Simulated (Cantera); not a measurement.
Cantera run:

```python
import numpy as np
import cantera as ct

gas_names = """
    Br Br2 H HBr H2 Si SiBr SiBr2 SiBr3 SiBr4 SiH SiHBr3 SiH2 SiH2Br2 SiH3 SiH3Br SiH4 Si2 Si3
""".split()
cond_names = """
    Br2(cr) Br2(L) Si(cr) Si(L)
""".split()


# ... load() reads the species with a 1 bar reference pressure and builds the phases ...
atoms = {
    'Si': {'Si': 1},
    'HBr': {'H': 1, 'Br': 1},
}
top_T = {}  # K; cautious upper limits of use, not melting points


# ... equilibrate(T, P, feed) seeds the gas with the atoms and calls Mixture.equilibrate('TP', solver="vcs", rtol=1e-11, max_steps=5000) ...
results = []
T = 875  # K
P = 100000  # Pa
for m in [3.1, 4.5, 6, 7.5, 8.9, 10, 12, 13, 15, 16]:
    feed = {'Si': 1, 'HBr': m}  # mol
    mix = equilibrate(T, P, feed)
    results.append((T, P, feed, dict(zip(mix.species_names, mix.species_moles))))

top = {s: max(r[3][s] / sum(r[3][g] for g in gas_names) for r in results) for s in gas_names}
cols = sorted((s for s in top if top[s] > 0.0001), key=lambda s: -top[s])[:7]
seen = [c for c in cond_names if any(r[3].get(c, 0) > 1e-12 for r in results)]
print("log10 of partial pressures in bar; condensed amounts in mol")
print(f"{'n(HBr)':>10s}" + "".join(f"{s[:9]:>10s}" for s in cols + seen))
for T, P, feed, n in results:
    ng = sum(n[g] for g in gas_names)
    print(f"{feed['HBr']:10.4g}" + "".join(f"{np.log10(max(n[s] / ng * P / 1e5, 1e-99)):10.3f}" for s in cols)
          + "".join(f"{n.get(c, 0):10.4g}" for c in seen))
```

It prints:

```
log10 of partial pressures in bar; condensed amounts in mol
    n(HBr)       HBr        H2     SiBr4    SiHBr3   SiH2Br2     SiBr3    Si(cr)
       3.1    -2.096    -0.187    -0.509    -1.510    -2.840    -3.756    0.2099
       4.5    -0.841    -0.244    -0.546    -2.859    -5.501    -5.076         0
         6    -0.398    -0.398    -0.700    -3.610    -6.849    -5.750         0
       7.5    -0.269    -0.512    -0.813    -3.966    -7.448    -6.049         0
       8.9    -0.207    -0.597    -0.898    -4.197    -7.825    -6.238         0
        10    -0.176    -0.653    -0.954    -4.342    -8.058    -6.354         0
        12    -0.138    -0.740    -1.042    -4.554    -8.394    -6.522         0
        13    -0.125    -0.778    -1.079    -4.643    -8.534    -6.592         0
        15    -0.105    -0.845    -1.146    -4.797    -8.776    -6.713         0
        16    -0.097    -0.875    -1.176    -4.864    -8.881    -6.766         0
```

Equilibrium computed with Cantera from the NASA thermochemical tables; the gas is ideal and each condensed phase is pure. The tables' values for SiBr3 are old estimates; treat these amounts as uncertain.
